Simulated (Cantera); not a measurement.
Silicon oxide and oxynitride deposition: TEOS + H₂O + N₂O

A closed system holds: 1 mol TEOS, 0.51 mol H₂O, a varied amount of N₂O, equilibrated at 2173 K and 0.520 bar.

Method: chemical equilibrium by Gibbs-energy minimisation in Cantera with the NASA 1993 tables (ideal gas, pure condensed phases). Candidate condensed phases: C, C₆H₆, C₇H₈, C₈H₁₈, H₂O, Si, SiC, SiO₂, Si₂N₂O, Si₃N₄; 151 gas species. The feed counts by its element totals alone. The tables hold silica as quartz up to 1696 K and as liquid above; real silica turns to tridymite and cristobalite and melts near 1996 K. Gases not in the tables: Si(OH)₄, Si₂H₆ and higher silanes. Rates play no part.

From 0.49 mol N₂O to 1.7 mol N₂O the condensed part is C(graphite) + SiC(s). From 2.6 mol N₂O to 3.9 mol N₂O the condensed part is SiC(s). From 5.9 mol N₂O to 31 mol N₂O the condensed part is SiO₂(l). The share of Si in condensed phases is highest at 31 mol N₂O (99.9 %) and lowest at 3.9 mol N₂O (25.4 %).

```
n(N₂O) (mol)     x H₂    x N₂     x CO    x H₂O    x CO₂      x O₂     x SiO     x HCN  n C(graphite)  n SiC(s)  n SiO₂(l)
------------  -------  ------  -------  -------  -------  --------  --------  --------  -------------  --------  ---------
0.49            0.649  0.0285    0.308  6.47e-6  5.90e-7    <1e-12   0.00414   0.00375           2.02     0.932          0
0.73            0.629  0.0418    0.313  6.38e-6  6.11e-7    <1e-12   0.00421   0.00447           1.77     0.929          0
1.1             0.602  0.0609    0.321  6.25e-6  6.42e-7    <1e-12   0.00431   0.00528           1.40     0.924          0
1.7             0.562  0.0887    0.332  6.04e-6  6.87e-7    <1e-12   0.00446   0.00616          0.787     0.916          0
2.6             0.512   0.125    0.344  6.83e-6  8.84e-7    <1e-12   0.00662   0.00584              0     0.864          0
3.9             0.455   0.169    0.335  1.33e-5  1.88e-6    <1e-12    0.0324   0.00285              0     0.254          0
5.9             0.387   0.236    0.315   0.0316  0.00495   1.18e-8    0.0202   1.05e-6              0         0      0.497
8.9             0.272   0.323    0.270    0.107   0.0205   2.76e-7   0.00417   1.81e-7              0         0      0.885
13              0.144   0.411    0.202    0.188   0.0509   3.03e-6   0.00126   3.36e-8              0         0      0.960
20             0.0275   0.518   0.0766    0.244    0.131  0.000139  0.000186  9.24e-10              0         0      0.993
31            0.00102   0.579  0.00401    0.194    0.146    0.0637   8.68e-6    <1e-12              0         0      0.999
```
x: gas mole fraction; n: condensed amount in mol.
